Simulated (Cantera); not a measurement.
# Thermodynamics of chemical vapour transport, feed Al2O3 + Cl2

Input: 1 mol Al2O3, 0.027 mol Cl2, at 0.0820 bar.

Equilibrium computed with Cantera from the NASA thermochemical tables; the gas is ideal and each condensed phase is pure. Candidate condensed phases: Al, AlCl3, Al2O3; 17 gas species. Condensed phases not in the tables: AlOCl. Equilibrium is a limit: real reactors are often held back by kinetics, nucleation or transport.

```json
[
 {"T (K)": "825", "x Cl2": "1.000", "x Cl": "5.74e-5", "x AlCl3": "1.76e-6", "x O2": "1.32e-6", "x ClO": "2.07e-9", "n Al2O3(s)": "1.00"},
 {"T (K)": "875", "x Cl2": "1.000", "x Cl": "0.000161", "x AlCl3": "5.78e-6", "x O2": "4.33e-6", "x ClO": "8.76e-9", "n Al2O3(s)": "1.00"},
 {"T (K)": "925", "x Cl2": "1.000", "x Cl": "0.000404", "x AlCl3": "1.67e-5", "x O2": "1.25e-5", "x ClO": "3.17e-8", "n Al2O3(s)": "1.00"},
 {"T (K)": "975", "x Cl2": "0.999", "x Cl": "0.000924", "x AlCl3": "4.30e-5", "x O2": "3.22e-5", "x ClO": "1.00e-7", "n Al2O3(s)": "1.000"},
 {"T (K)": "1025", "x Cl2": "0.998", "x Cl": "0.00195", "x AlCl3": "0.000101", "x O2": "7.57e-5", "x ClO": "2.83e-7", "n Al2O3(s)": "1.000"},
 {"T (K)": "1075", "x Cl2": "0.996", "x Cl": "0.00385", "x AlCl3": "0.000219", "x O2": "0.000164", "x ClO": "7.25e-7", "n Al2O3(s)": "1.000"},
 {"T (K)": "1125", "x Cl2": "0.992", "x Cl": "0.00714", "x AlCl3": "0.000440", "x O2": "0.000330", "x ClO": "1.70e-6", "n Al2O3(s)": "1.000"},
 {"T (K)": "1175", "x Cl2": "0.986", "x Cl": "0.0126", "x AlCl3": "0.000833", "x O2": "0.000623", "x ClO": "3.71e-6", "n Al2O3(s)": "1.000"},
 {"T (K)": "1225", "x Cl2": "0.976", "x Cl": "0.0211", "x AlCl3": "0.00149", "x O2": "0.00111", "x ClO": "7.55e-6", "n Al2O3(s)": "1.000"}
]
```
x: gas mole fraction; n: condensed amount in mol.

From 825 K to 1225 K the condensed part is Al2O3(s). The main Al-bearing gas is AlCl3 throughout.
